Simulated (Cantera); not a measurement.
Cantera run, input and output.

```python
import numpy as np
import cantera as ct

gas = ct.Solution("gri30.yaml")
gas.TPX = 1623, 101325, {'NO': 1, 'N2': 2.5}
reactor = ct.IdealGasConstPressureReactor(gas, energy="off", clone=False)
net = ct.ReactorNet([reactor])
net.rtol, net.atol = 1e-08, 1e-18
show = ['NO', 'O', 'O2', 'N2O', 'N2', 'NO2']
times = np.geomspace(0.0007, 200, 11)

steps = ct.SolutionArray(gas, extra=["t"])
rows = []
print(f"{'t/s':>10s}{'T/K':>9s}{'P/Pa':>11s}" + "".join(f"{s:>11s}" for s in show))
for t in times:
    while net.time < t:
        t_next = net.step()
        steps.append(gas.state, t=t_next)
    rows.append([np.interp(t, steps.t, y) for y in (steps.T, steps.P, *steps(*show).X.T)])
    print(f"{t:10.3e}{rows[-1][0]:9.1f}{rows[-1][1]:11.4g}" + "".join(f"{x:11.3e}" for x in rows[-1][2:]))
rate = np.gradient(steps.T, steps.t)
print("integrator steps:", len(steps.t))
if steps.T.max() > steps.T[0] + 200:
    print(f"time of steepest temperature rise: {steps.t[rate.argmax()]:.4e} s")
gas.TPX = 1623, 101325, {'NO': 1, 'N2': 2.5}
gas.equilibrate("TP")
print(f"equilibrium (TP): T = {gas.T:.1f} K  " + "  ".join(f"{s} {gas[s].X[0]:.3e}" for s in show))
```

Output:

```
       t/s      T/K       P/Pa         NO          O         O2        N2O         N2        NO2
 7.000e-04   1623.0  1.013e+05  2.857e-01  8.723e-08  4.376e-09  2.222e-06  7.143e-01  2.301e-06
 2.459e-03   1623.0  1.013e+05  2.857e-01  1.494e-07  5.260e-08  7.117e-06  7.143e-01  8.857e-06
 8.635e-03   1623.0  1.013e+05  2.856e-01  3.792e-07  1.364e-06  1.852e-05  7.143e-01  3.545e-05
 3.033e-02   1623.0  1.013e+05  2.854e-01  8.570e-07  3.677e-05  2.934e-05  7.144e-01  9.739e-05
 1.065e-01   1623.0  1.013e+05  2.849e-01  9.938e-07  2.803e-04  3.034e-05  7.147e-01  1.155e-04
 3.742e-01   1623.0  1.013e+05  2.831e-01  1.144e-06  1.155e-03  2.995e-05  7.156e-01  1.335e-04
 1.314e+00   1623.0  1.013e+05  2.770e-01  1.550e-06  4.161e-03  2.862e-05  7.186e-01  1.799e-04
 4.616e+00   1623.0  1.013e+05  2.574e-01  2.430e-06  1.389e-02  2.462e-05  7.284e-01  2.666e-04
 1.621e+01   1623.0  1.013e+05  2.053e-01  3.897e-06  3.989e-02  1.557e-05  7.545e-01  3.452e-04
 5.694e+01   1623.0  1.013e+05  1.168e-01  5.559e-06  8.418e-02  5.068e-06  7.987e-01  2.823e-04
 2.000e+02   1623.0  1.013e+05  4.156e-02  6.653e-06  1.220e-01  7.304e-07  8.363e-01  1.206e-04
integrator steps: 1066
equilibrium (TP): T = 1623.0 K  NO 1.837e-03  O 7.162e-06  O2 1.419e-01  N2O 1.144e-07  N2 8.562e-01  NO2 5.745e-06
```

Model: GRI-Mech 3.0 (53 species, 325 reactions), integrated in Cantera.
